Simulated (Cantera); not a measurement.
A Cantera script and its output.

```python
import numpy as np
import cantera as ct

gas = ct.Solution("gri30.yaml")
gas.TPX = 1550, 100000, {'CH4': 0.011, 'O2': 0.003, 'N2': 1}
reactor = ct.IdealGasConstPressureReactor(gas, energy="off", clone=False)
net = ct.ReactorNet([reactor])
net.rtol, net.atol = 1e-08, 1e-18
show = ['CH4', 'O2', 'H2O2', 'CO', 'CH2']
times = np.geomspace(0.0003, 4, 13)

steps = ct.SolutionArray(gas, extra=["t"])
rows = []
print(f"{'t/s':>10s}{'T/K':>9s}{'P/Pa':>11s}" + "".join(f"{s:>11s}" for s in show))
for t in times:
    while net.time < t:
        t_next = net.step()
        steps.append(gas.state, t=t_next)
    rows.append([np.interp(t, steps.t, y) for y in (steps.T, steps.P, *steps(*show).X.T)])
    print(f"{t:10.3e}{rows[-1][0]:9.1f}{rows[-1][1]:11.4g}" + "".join(f"{x:11.3e}" for x in rows[-1][2:]))
rate = np.gradient(steps.T, steps.t)
print("integrator steps:", len(steps.t))
if steps.T.max() > steps.T[0] + 200:
    print(f"time of steepest temperature rise: {steps.t[rate.argmax()]:.4e} s")
gas.TPX = 1550, 100000, {'CH4': 0.011, 'O2': 0.003, 'N2': 1}
gas.equilibrate("TP")
print(f"equilibrium (TP): T = {gas.T:.1f} K  " + "  ".join(f"{s} {gas[s].X[0]:.3e}" for s in show))
```

Output:

```
       t/s      T/K       P/Pa        CH4         O2       H2O2         CO        CH2
 3.000e-04   1550.0      1e+05  1.084e-02  2.958e-03  1.397e-10  1.205e-09  4.581e-11
 6.620e-04   1550.0      1e+05  1.084e-02  2.958e-03  1.372e-10  1.177e-08  1.812e-10
 1.461e-03   1550.0      1e+05  1.082e-02  2.955e-03  1.078e-10  1.396e-07  6.778e-10
 3.224e-03   1550.0      1e+05  1.076e-02  2.946e-03  1.125e-10  1.729e-06  2.217e-09
 7.114e-03   1550.0      1e+05  1.055e-02  2.904e-03  1.753e-10  1.940e-05  7.156e-09
 1.570e-02   1550.0      1e+05  9.623e-03  2.689e-03  2.700e-10  1.562e-04  2.425e-08
 3.464e-02   1550.0      1e+05  6.637e-03  1.608e-03  2.754e-10  9.175e-04  7.653e-08
 7.644e-02   1550.0      1e+05  4.026e-03  2.834e-04  5.530e-11  1.934e-03  3.548e-08
 1.687e-01   1550.0      1e+05  3.229e-03  3.133e-05  6.275e-12  2.128e-03  7.541e-09
 3.722e-01   1550.0      1e+05  2.589e-03  7.364e-07  1.668e-13  2.155e-03  3.760e-09
 8.214e-01   1550.0      1e+05  1.840e-03  1.359e-10  8.425e-16  2.180e-03  2.688e-09
 1.813e+00   1550.0      1e+05  1.144e-03  1.992e-13  7.579e-16  2.263e-03  1.788e-09
 4.000e+00   1550.0      1e+05  6.808e-04  1.634e-13  6.764e-16  2.467e-03  1.172e-09
integrator steps: 1511
equilibrium (TP): T = 1550.0 K  CH4 1.207e-05  O2 2.313e-24  H2O2 3.314e-27  CO 5.837e-03  CH2 1.145e-11
```

Model: GRI-Mech 3.0 (53 species, 325 reactions), integrated in Cantera. GRI-Mech 3.0 stops at C3 and has no aromatics, soot or wall deposition, so with more carbon than oxygen in the feed, carbon stays in small species such as C2H2 where larger ones or solid carbon would form.
